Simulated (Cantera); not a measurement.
An isothermal, constant-pressure homogeneous reactor starts with 3.03 % C2H6, 97.0 % N2, at 1050 K and 1.70 bar.

Detailed kinetics in Cantera: GRI-Mech 3.0 (53 species, 325 reactions). GRI-Mech 3.0 stops at C3 and has no aromatics, soot or wall deposition, so with more carbon than oxygen in the feed, carbon stays in small species such as C2H2 where larger ones or solid carbon would form.

x: mole fraction; the columns are a selection and need not sum to one.

```tsv
t (s)	x C2H6	x HCN	x H	x C2H	x CH2	x C2H4	x H2
5.00e-6	0.0303	<1e-12	<1e-12	<1e-12	<1e-12	1.01e-12	1.89e-12
2.92e-5	0.0303	<1e-12	1.66e-11	<1e-12	<1e-12	1.75e-10	1.68e-10
0.000171	0.0303	<1e-12	4.75e-10	<1e-12	<1e-12	2.93e-8	2.89e-8
0.00100	0.0303	<1e-12	7.10e-9	<1e-12	<1e-12	3.04e-6	3.03e-6
0.00585	0.0302	<1e-12	3.76e-8	<1e-12	<1e-12	0.000124	0.000123
0.0342	0.0287	<1e-12	5.00e-8	<1e-12	<1e-12	0.00148	0.00147
0.200	0.0214	<1e-12	5.25e-8	<1e-12	<1e-12	0.00834	0.00838
1.17	?	<1e-12	?	<1e-12	<1e-12	?	?
6.84	0.00141	<1e-12	2.27e-8	<1e-12	<1e-12	0.0248	0.0279
40.0	?	<1e-12	?	<1e-12	<1e-12	?	0.0258
```

Problem. Some entries are withheld; supply them.

Solution. 
- 1.17, x C2H6: 0.00552
- 1.17, x H: 4.03e-8
- 1.17, x C2H4: 0.0227
- 1.17, x H2: 0.0237
- 40.0, x C2H6: 0.00117
- 40.0, x H: 1.78e-8
- 40.0, x C2H4: 0.0227
